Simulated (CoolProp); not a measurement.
R236EA along the isotherm 412 K: fugacity coefficient from the reference equation and from simpler models built on Tc = 412.4 K, pc = 3.414 MPa, ω = 0.368; each cubic takes its own stable root.

Model: reference Helmholtz-energy equation of state, Rui 2013, in CoolProp.

```tsv
p (MPa)	phase	reference	Redlich-Kwong	Peng-Robinson
0.462	gas	0.9536	0.9541	0.9492
0.923	gas	0.9080	0.9091	…
1.38	gas	0.8634	0.8649	0.8518
1.85	gas	0.8177	0.8199	0.8035
2.31	gas	0.7730	0.7759	0.7568
2.77	gas	0.7275	0.7314	0.7101
3.23	gas	0.6797	0.6849	0.6620
3.69	liquid	0.6176	0.6267	0.6035
4.15	liquid	0.5623	0.5741	0.5512
4.62	liquid	0.5169	…	0.5080
5.08	liquid	0.4805	0.4954	0.4731
5.54	liquid	0.4501	0.4660	…
6	liquid	0.4244	0.4410	0.4190
```

Fill in the missing entries.


- 0.923, Peng-Robinson: 0.8997
- 4.62, Redlich-Kwong: 0.5305
- 5.54, Peng-Robinson: 0.4438
